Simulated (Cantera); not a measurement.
An isothermal, constant-pressure homogeneous reactor starts with 7.80 % CH4, 91.7 % H2, 0.488 % CO2, at 1950 K and 57.8 Torr.

Computed with Cantera and GRI-Mech 3.0 (53 species, 325 reactions). GRI-Mech 3.0 stops at C3 and has no aromatics, soot or wall deposition, so with more carbon than oxygen in the feed, carbon stays in small species such as C2H2 where larger ones or solid carbon would form.

x: mole fraction; the columns are a selection and need not sum to one.

```
t (s)        x CH4   x H2     x CO2     x HCO     x CO    x CH2O
--------  --------  -----  --------  --------  -------  --------
0.000100    0.0776  0.917   0.00487  3.00e-11  5.64e-6   5.92e-9
0.000398    0.0762  0.916   0.00478   2.24e-9  8.78e-5   1.15e-7
0.00158     0.0662  0.918   0.00378   1.45e-8  0.00106   2.83e-7
0.00631        [?]  0.931       [?]       [?]      [?]       [?]
0.0251      0.0112  0.945   6.75e-6   2.83e-9  0.00485   3.40e-8
0.100      0.00268  0.950   4.65e-6   1.24e-9  0.00552   7.85e-9
0.398      0.00105  0.952   2.97e-6   1.02e-9  0.00731   1.72e-9
1.58           [?]  0.953       [?]   1.11e-9  0.00889  3.02e-10
6.31      0.000272  0.953  2.89e-11   1.13e-9  0.00899  2.70e-10
25.1      0.000272  0.953  2.50e-11   1.13e-9  0.00899  2.70e-10
100       0.000272  0.953  2.50e-11   1.13e-9  0.00899  2.70e-10
```

Q: What belongs in the gaps?

A: 
- 0.00631, x CH4: 0.0365
- 0.00631, x CO2: 0.000933
- 0.00631, x HCO: 7.45e-9
- 0.00631, x CO: 0.00384
- 0.00631, x CH2O: 1.19e-7
- 1.58, x CH4: 0.000404
- 1.58, x CO2: 2.21e-7
